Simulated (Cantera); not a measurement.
A freely propagating, adiabatic, planar premixed flame of C₂H₄ : O₂ : N₂ : H₂O = 1 : 3.33 : 12.5 : 1.6 (molar parts), equivalence ratio 0.90, unburnt at 675 K and 1.00 bar; mixture-averaged transport, grid criteria slope 0.08 and curve 0.16, no radiation.

Detailed kinetics in Cantera: GRI-Mech 3.0 (53 species, 325 reactions). GRI-Mech 3.0 was tuned for natural gas; its chemistry of ethylene as a main component is partial and can be far from experiment. Burning velocities carry a grid error of a few per cent, more on coarse grids.

### Question
How do the results move with these cheaper or finer settings: unity-Lewis-number transport; multicomponent transport; multicomponent+Soret transport; grid criteria slope 0.5, curve 1; grid criteria slope 0.25, curve 0.5; grid criteria slope 0.03, curve 0.06?

### Answer
```csv
setting,laminar burning velocity,thermal thickness,peak x(C₂H₂),peak x(H₂),grid points
as above,260 cm/s,0.277 mm,0.00181,0.0172,162
unity-Lewis-number transport,189 cm/s,0.292 mm,0.00129,0.0161,156
multicomponent transport,261 cm/s,0.281 mm,0.00182,0.0173,162
multicomponent+Soret transport,258 cm/s,0.280 mm,0.00179,0.0168,162
"grid criteria slope 0.5, curve 1",276 cm/s,0.321 mm,0.00174,0.0171,43
"grid criteria slope 0.25, curve 0.5",267 cm/s,0.296 mm,0.00177,0.0173,62
"grid criteria slope 0.03, curve 0.06",257 cm/s,0.273 mm,0.00181,0.0171,346
```
The base run took very roughly 6 core-seconds.
Unity Lewis numbers drop preferential diffusion, which matters most where H2 and H carry the flame; Soret adds thermal diffusion.
